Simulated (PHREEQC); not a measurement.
Make-up at 25 °C: 9.6 mmol/kgw FeCl3 and 1.6 mmol/kgw NaCl. It is in equilibrium with CO2 at log p = -1 (atm). Otherwise closed; pH follows from the charge balance.

Computed with PHREEQC (ion-association model, wateq4f.dat).

Each row changes one thing in this solution. No solid was allowed to form.

```csv
case,pH,ionic strength (mol/kgw),Cl- (mol/kgw),HCO3- (mol/kgw)
as made,2.36,0.0496,0.0290,4.19e-7
FeCl3 from 0.0096 to 0.096 mol/kgw,1.87,0.383,0.225,1.58e-7
FeCl3 from 0.0096 to 0.0144 mol/kgw,2.25,0.0734,0.0419,3.34e-7
NaCl replaced by FeCl2 at the same molality,2.36,0.0527,0.0305,4.23e-7
FeCl3 replaced by CdCl2 at the same molality,4.39,0.0211,0.0160,4.23e-5
FeCl3 from 0.0096 to 0.0192 mol/kgw,2.17,0.0962,0.0543,2.86e-7
diluted 5-fold with water,2.81,0.00891,0.00603,1.09e-6
FeCl3 from 0.0096 to 0.00192 mol/kgw,2.82,0.0102,0.00731,1.11e-6
```

Species that the database lacks are ignored. Some of these states are supersaturated (in Hematite (slow to form), Goethite (slow to form), for instance).
